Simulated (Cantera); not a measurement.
A closed system holds: 1 mol CCl₄, 1.3 mol Si, 3.5 mol H₂, equilibrated at 823.15 K and 1.00 Pa.

Cantera equilibrium calculation (NASA polynomials, part measured and part estimated; ideal gas, pure solids and liquids). Candidate condensed phases: C, C₆H₆, C₇H₈, C₈H₁₈, Si, SiC; 109 gas species. The tables' values for SiCl₃ are old estimates; treat these amounts as uncertain. The numbers say what is thermodynamically allowed, not how fast it happens.

Base state: H₂ 0.561, HCl 0.313, SiCl₄ 0.126, SiHCl₃ 0.000274, SiCl₃ 0.000126, SiCl₂ 1.13e-5 (mole fractions); condensed: C(graphite) + SiC(s).

What changes in the equilibrium state with this change: pressure from 1.00 Pa to 0.400 bar?


```tsv
species	before	after
H₂	0.561	0.596
SiCl₄	0.126	0.239
CH₄	2.93e-6	0.132
HCl	0.313	0.0267
SiH₂Cl₂	5.00e-8	1.46e-5
SiCl₂	1.13e-5	7.77e-8
C(graphite), mol	0.319	0.152
SiC(s), mol	0.681	0.320
```

What changes in the equilibrium state with this change: CCl₄ replaced by C₂F₆?


```csv
species,before,after
H₂,0.561,0.596
SiF₄,0,0.250
HF,0,0.154
HCl,0.313,0
SiCl₄,0.126,0
SiHCl₃,0.000274,0
SiCl₃,0.000126,0
SiCl₂,1.13e-5,0
"C(graphite), mol",0.319,2.00
"SiC(s), mol",0.681,0
```
The feed counts by its element totals alone.
